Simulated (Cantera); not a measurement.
A closed system holds: 1 mol SiH4, 0.03 mol C3H8, 43 mol H2, at 8.10 mbar.

Equilibrium computed with Cantera from the NASA thermochemical tables; the gas is ideal and each condensed phase is pure. Candidate condensed phases: C, C6H6, C7H8, C8H18, Si, SiC; 87 gas species. Mutual solubility and eutectic melting of coexisting phases are not modelled. Gases not in the tables: Si2H6 and higher silanes. Kinetics and transport are ignored.

Over these rows the condensed part is Si(l) + SiC(s). Partial pressures as log10 of bar:

```tsv
T (K)	1000/T (1/K)	log p Si2C	log p H2
1725	0.5797	-8.15	-2.09
1800	0.5556	-7.47	-2.09
1875	0.5333	-6.85	-2.10
1950	0.5128	-6.28	-2.10
2025	0.4938	-5.75	-2.10
2100	0.4762	?	-2.11
```

Fit log p(Si2C) = a + b·(1000/T) to the five rows, give the apparent enthalpy, and predict the row at 2100 K.

Means: 1000/T = 0.5350, log p = -6.900. Sxy = -0.128846, Sxx = 0.0046156, so b = -27.92 and a = -6.900 − (-27.92)×0.5350 = 8.04.
Apparent enthalpy: −19.145 × (-27.92) = 535 kJ/mol. The condensed phases alone fix this pressure, through Si(l) + SiC(s) = Si2C(g), so the slope is that reaction's ΔH° and the other gases don't enter. The five rows lie within 0.01 of the line.
Prediction at 2100 K: 8.04 + (-27.92)×0.4762 = -5.26. The computed value is -5.26, 0.00 from the line.
